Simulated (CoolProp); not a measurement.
Vapour-liquid equilibrium of n-octane (1) + ethylbenzene (2) at 96.8 kPa; x and y are mole fractions of (1).

Computed with CoolProp (multi-fluid Helmholtz-energy mixture model, Beckmüller 2019 and Zhou 2012; pair parameters Bell 2016).

| x | bubble temperature (K) | y at the bubble point | dew temperature at overall composition x (K) | liquid density (mol/L) |
|---|---|---|---|---|
| 0.05 | 406.5 | 0.078 | 406.9 | 7.064 |
| 0.125 | 404.9 | 0.181 | 405.8 | 6.898 |
| 0.2 | 403.6 | 0.272 | 404.7 | 6.738 |
| 0.275 | 402.5 | 0.355 | 403.6 | 6.585 |
| 0.35 | 401.5 | 0.430 | 402.6 | 6.436 |
| 0.425 | 400.7 | 0.501 | 401.6 | 6.294 |
| 0.5 | 400.0 | 0.568 | 400.7 | 6.156 |
| 0.575 | 399.3 | 0.632 | 399.9 | 6.024 |
| 0.65 | 398.8 | 0.696 | 399.1 | 5.897 |
| 0.725 | 398.3 | 0.759 | 398.5 | 5.775 |
| 0.8 | 397.9 | 0.822 | 398.0 | 5.657 |
| 0.875 | 397.5 | 0.887 | 397.6 | 5.544 |
| 0.95 | 397.3 | 0.954 | 397.3 | 5.435 |

No azeotrope shows between x = 0.05 and 0.95.

Pair parameters are fitted to limited data, so mixtures are less certain than the pure fluids.
